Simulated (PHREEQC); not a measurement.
Solution (25 °C): 0.00096 mol/kgw Mn(NO3)2. Closed to the air; pH follows from the charge balance.

The numbers come from PHREEQC with the ion-association model, wateq4f.dat.

No solid was allowed to form.

Q: Estimate the pH.

A: pH 6.76.

Complexes and solids missing from the database can't appear.
